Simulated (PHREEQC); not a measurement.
0.016 g of hydrous ferric oxide (600 m²/g; 0.2 weak and 0.005 strong sites per Fe, Dzombak-Morel constants, diffuse double layer) in 1 kg of water with 0.05 mol/kgw of an inert sodium salt, at 25 °C; the pH is set by adding NaOH or the inert anion's acid. Oxygen alone is held at its pressure in air (log pO2 = -0.68). No CO2 enters from the air. Precipitation was switched off in this run.

Computed with PHREEQC (ion-association model, wateq4f.dat).

```
pH    surface charge σ (C/m²)  surface potential ψ (mV)
----  -----------------------  ------------------------
4                       0.294                       160
4.5                     0.238                       149
5                       0.181                       135
5.5                     0.130                       118
6                       0.089                        99
6.5                     0.057                        78
7                       0.034                        56
7.5                     0.017                        31
8                       0.003                         6
8.5                    -0.010                       -20
9                      -0.026                       -45
9.5                    -0.046                       -69
10                     -0.074                       -90
10.5                   -0.111                      -110
11                     -0.158                      -128
11.5                   -0.216                      -142
12                     -0.281                      -152
```
